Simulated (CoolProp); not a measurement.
Properties of n-perfluorohexane along the isobar 5.54 bar (Tc = 448.0 K, pc = 17.42 bar, ω = 0.497).

Values from CoolProp's reference Helmholtz-energy equation of state, Gao 2022.

```
T (K)   phase        Z  cp (kJ/(kg K))  speed of sound (m/s)  isothermal compressibility (1/MPa)  expansivity (1/kK)
-----  ------  -------  --------------  --------------------  ----------------------------------  ------------------
337.9  liquid  0.04282           1.109                 407.8                                 ___               2.107
353.9  liquid  0.04237             ___                 360.4                            0.006296                 ___
369.9  liquid  0.04223           1.168                 310.7                            0.008876               2.774
385.9  liquid  0.04252           1.206                 257.8                             0.01370               3.429
401.9     gas   0.8047           1.017                 80.88                               2.353               5.286
418       gas   0.8363           1.021                 86.03                               2.222               4.442
434       gas   0.8607           1.028                 90.36                               2.136               3.879
450       gas   0.8802           1.038                 94.15                               2.076               3.471
```

Complete the blanks.


- 337.9, isothermal compressibility (1/MPa): 0.004732
- 353.9, cp (kJ/(kg K)): 1.137
- 353.9, expansivity (1/kK): 2.375
